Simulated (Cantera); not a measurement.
**Adiabatic ignition**

An adiabatic, constant-volume homogeneous reactor starts with CH4 : O2 : N2 = 1 : 2.94 : 11.1 (molar parts), equivalence ratio 0.68, at 1598 K and 1800 Torr.

Model: GRI-Mech 3.0 (53 species, 325 reactions), integrated in Cantera.

| t (s) | T (K) | P (bar) | x CH4 | x O2 | x O | x N2O | x H2O2 | x CO | x CH2 |
|---|---|---|---|---|---|---|---|---|---|
| 1.00e-6 | 1598 | 2.40 | 0.0665 | 0.195 | 2.30e-8 | 1.13e-12 | 2.76e-9 | 1.32e-11 | <1e-12 |
| 2.51e-6 | 1598 | 2.40 | 0.0665 | 0.195 | 2.77e-8 | 4.67e-12 | 1.24e-8 | 1.67e-10 | 1.20e-12 |
| 6.31e-6 | 1598 | 2.40 | 0.0665 | 0.195 | 4.00e-8 | 2.25e-11 | 4.22e-8 | 2.38e-9 | 6.02e-12 |
| 1.59e-5 | 1598 | 2.40 | 0.0665 | 0.195 | 8.03e-8 | 1.17e-10 | 1.10e-7 | 4.46e-8 | 4.49e-11 |
| 3.99e-5 | 1598 | 2.40 | 0.0663 | 0.195 | 2.53e-7 | 5.88e-10 | 2.25e-7 | 1.32e-6 | 5.70e-10 |
| 0.000100 | 1602 | 2.41 | 0.0653 | 0.195 | 1.28e-6 | 3.10e-9 | 6.69e-7 | 8.01e-5 | 1.19e-8 |
| 0.000252 | 2863 | 4.41 | <1e-12 | 0.0633 | 0.00846 | 1.91e-6 | 8.18e-7 | 0.0179 | <1e-12 |
| 0.000632 | 2849 | 4.38 | <1e-12 | 0.0581 | 0.00761 | 2.01e-6 | 7.72e-7 | 0.0176 | <1e-12 |
| 0.00159 | 2841 | 4.37 | <1e-12 | 0.0557 | 0.00724 | 2.12e-6 | 7.48e-7 | 0.0174 | <1e-12 |
| 0.00399 | 2841 | 4.37 | <1e-12 | 0.0556 | 0.00722 | 2.13e-6 | 7.46e-7 | 0.0174 | <1e-12 |
| 0.0100 | 2841 | 4.37 | <1e-12 | 0.0556 | 0.00722 | 2.13e-6 | 7.46e-7 | 0.0174 | <1e-12 |
| 0.0252 | 2841 | 4.37 | <1e-12 | 0.0556 | 0.00722 | 2.13e-6 | 7.46e-7 | 0.0174 | <1e-12 |
| 0.0634 | 2841 | 4.37 | <1e-12 | 0.0556 | 0.00722 | 2.13e-6 | 7.46e-7 | 0.0174 | <1e-12 |
| 0.159 | 2841 | 4.37 | <1e-12 | 0.0556 | 0.00722 | 2.13e-6 | 7.46e-7 | 0.0174 | <1e-12 |
| 0.400 | 2841 | 4.37 | <1e-12 | 0.0556 | 0.00722 | 2.13e-6 | 7.46e-7 | 0.0174 | <1e-12 |
x: mole fraction; the columns are a selection and need not sum to one.

```
Quantity                                                            Result
---------------------------------  ---------------------------------------
time of steepest temperature rise                                 0.205 ms
temperature at 0.400 s                                              2841 K
equilibrium temperature                                             2841 K
x(CH4) at 0.400 s                    <1e-12 (gas-phase equilibrium <1e-12)
x(O2) at 0.400 s                     0.0556 (gas-phase equilibrium 0.0556)
x(O) at 0.400 s                    0.00722 (gas-phase equilibrium 0.00722)
```
